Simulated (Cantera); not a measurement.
# Premixed flame

A freely propagating, adiabatic, planar premixed flame of H2 : O2 : N2 = 1 : 0.294 : 0.765 (molar parts), unburnt at 575 K and 101000 Pa; mixture-averaged transport, grid criteria slope 0.08 and curve 0.16, no radiation.

Model: the H2/O2 subset of GRI-Mech 3.0, which has no nitrogen chemistry, integrated in Cantera. Burning velocities carry a grid error of a few per cent, more on coarse grids.

```
z (mm)  T (K)  u (m/s)   x H2     x O2       x O     x H2O     x HO2       x H
------  -----  -------  -----  -------  --------  --------  --------  --------
-1.22     575     10.7  0.486    0.143     <1e-8     <1e-8     <1e-8     <1e-8
-0.816    575     10.7  0.486    0.143     <1e-8     <1e-8     <1e-8     <1e-8
-0.612    575     10.7  0.486    0.143     <1e-8     <1e-8     <1e-8     <1e-8
-0.408    575     10.7  0.486    0.143     <1e-8   2.57e-8   2.59e-7   2.90e-8
-0.204    588     10.9  0.484    0.143   7.37e-6  0.000447  0.000234  0.000202
-0.102    803     14.5  0.452    0.138  0.000356    0.0180  0.000216   0.00982
0        1274     22.3  0.320   0.0915   0.00553     0.119   8.66e-5    0.0674
0.102    1601     27.7  0.200   0.0230   0.00767     0.247   2.14e-5     0.115
0.204    1740     29.9  0.179  0.00688   0.00625     0.279   6.14e-6     0.117
0.408    1882     32.0  0.183  0.00369   0.00529     0.287   3.08e-6     0.102
0.816    2036     34.2  0.193  0.00270   0.00412     0.293   2.10e-6    0.0825
1.63     2190     36.4  0.203  0.00179   0.00283     0.301   1.37e-6    0.0634
3.26     2333     38.3  0.211  0.00104   0.00167     0.309   8.37e-7    0.0459
```
x: mole fraction of selected species; z is measured from the peak of heat release.

The laminar burning velocity comes out as 1070 cm/s. The thermal thickness is 0.408 mm. The peak x(O) is 0.00803, the peak x(HO2) is 0.000338 and the peak x(H) is 0.119. The grid points is 138.
